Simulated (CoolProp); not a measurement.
The fluid at 298.15 K and 1.11 MPa flows at 1.4 m/s in a round tube of 1 mm bore and 0.25 µm roughness, fully developed (64/Re and Nu = 3.66 if laminar; Colebrook and Gnielinski if turbulent). The same conditions are run with several fluids, on thermodynamics alone (safety and materials aside).

Values from CoolProp's reference Helmholtz-energy equation of state of each fluid (R410A: Lemmon 2003; dry air: Lemmon 2000; carbon dioxide: Span 1996; C2F6 (R116): Lemmon 2006). Blends and air are pseudo-pure fits.

```csv
fluid,Reynolds number,Darcy friction factor,pressure drop (Pa/m),heat-transfer coefficient (W/(m² K)),mass flow (kg/h)
R410A,4080,0.0399,1520,224,0.153
dry air,979,0.0653,833,97.3,0.0515
carbon dioxide,1950,0.0329,674,63.2,0.0828
C2F6 (R116),6920,0.0344,2390,350,0.280
```

Transport values come from each fluid's own correlations; those of C2F6 (R116) are estimates that may be off by 10 % or more.
